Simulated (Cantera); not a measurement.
What does this Cantera script print?

```python
import numpy as np
import cantera as ct

gas_names = """
    Fe FeO Fe(OH)2 H HO2 H2 H2O H2O2 O OH O2 O3
""".split()
cond_names = """
    Fe(a) Fe(c) Fe(d) Fe(L) FeO(s) FeO(L) Fe(OH)2(s) Fe(OH)3(s) Fe2O3(s) Fe3O4(s) H2O(s) H2O(L)
""".split()


# ... load() reads the species with a 1 bar reference pressure and builds the phases ...
atoms = {
    'Fe2O3': {'Fe': 2, 'O': 3},
    'H2': {'H': 2},
    'H2O': {'H': 2, 'O': 1},
}
top_T = {'Fe2O3(s)': 1830, 'Fe3O4(s)': 1870}  # K; cautious upper limits of use, not melting points


# ... equilibrate(T, P, feed) seeds the gas with the atoms and calls Mixture.equilibrate('TP', solver="vcs", rtol=1e-11, max_steps=5000) ...
results = []
feed = {'Fe2O3': 1, 'H2': 200, 'H2O': 5.2}  # mol
P = 8300  # Pa
for T in [1923, 1973, 2023, 2073, 2123, 2173, 2223]:
    mix = equilibrate(T, P, feed)
    results.append((T, P, feed, dict(zip(mix.species_names, mix.species_moles))))

top = {s: max(r[3][s] / sum(r[3][g] for g in gas_names) for r in results) for s in gas_names}
cols = sorted((s for s in top if top[s] > 1e-06), key=lambda s: -top[s])[:9]
seen = [c for c in cond_names if any(r[3].get(c, 0) > 1e-12 for r in results)]
print("log10 of partial pressures in bar; condensed amounts in mol")
print(f"{'T/K':>10s}" + "".join(f"{s[:9]:>10s}" for s in cols + seen))
for T, P, feed, n in results:
    ng = sum(n[g] for g in gas_names)
    print(f"{T:10.4g}" + "".join(f"{np.log10(max(n[s] / ng * P / 1e5, 1e-99)):10.3f}" for s in cols)
          + "".join(f"{n.get(c, 0):10.4g}" for c in seen))
```

Output:

```
log10 of partial pressures in bar; condensed amounts in mol
       T/K        H2       H2O         H        Fe        OH       FeO         O   Fe(OH)2     Fe(L)
      1923    -1.101    -2.481    -3.576    -3.830    -6.022    -6.993    -8.624    -7.088     1.632
      1973    -1.102    -2.482    -3.421    -3.572    -5.823    -6.680    -8.275    -6.989     1.333
      2023    -1.104    -2.484    -3.273    -3.327    -5.635    -6.383    -7.943    -6.895    0.8246
      2073    -1.107    -2.486    -3.133    -3.099    -5.457    -6.105    -7.628    -6.811         0
      2123    -1.108    -2.487    -2.999    -3.099    -5.286    -6.058    -7.326    -6.947         0
      2173    -1.110    -2.488    -2.872    -3.100    -5.123    -6.013    -7.038    -7.077         0
      2223    -1.112    -2.490    -2.750    -3.102    -4.967    -5.971    -6.763    -7.202         0
```

Method: chemical equilibrium by Gibbs-energy minimisation in Cantera with the NASA 1993 tables (ideal gas, pure condensed phases).
